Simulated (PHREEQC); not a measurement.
Solution (25 °C): 0.027 mol HF, 0.071 mol NH4HF2 and 0.00014 mol H2SiF6 per kg of water. Closed to the air; pH follows from the charge balance.

Model: ion-association model, wateq4f.dat, run in PHREEQC.

Each row changes one thing in this solution. This is a speciation only: nothing precipitates in the calculation.

```tsv
case	pH	ionic strength (mol/kgw)	HF (mol/kgw)	F- (mol/kgw)	HF2- (mol/kgw)	H2F2 (mol/kgw)
as made	3.03	0.0722	0.0624	0.0578	0.0141	0.0103
HF from 0.027 to 0.054 mol/kgw	2.93	0.0726	0.0764	0.0556	0.0166	0.0155
diluted 10-fold with water	3.10	0.00798	0.00835	0.00769	0.000247	0.000182
H2SiF6 from 0.00014 to 0.00021 mol/kgw	3.03	0.0723	0.0625	0.0576	0.0141	0.0104
NH4HF2 from 0.071 to 0.106 mol/kgw	3.08	0.107	0.0764	0.0821	0.0247	0.0156
H2SiF6 left out	3.03	0.0721	0.0623	0.0580	0.0141	0.0103
NH4HF2 from 0.071 to 0.0142 mol/kgw	2.76	0.0163	0.0323	0.0141	0.00176	0.00273
```

Species that the database lacks are ignored. wateq4f.dat counts part of the HF as a dimer, H2F2, which phreeqc.dat doesn't know; its constant is uncertain. SiF6-2 is the database's only silicon fluoride.
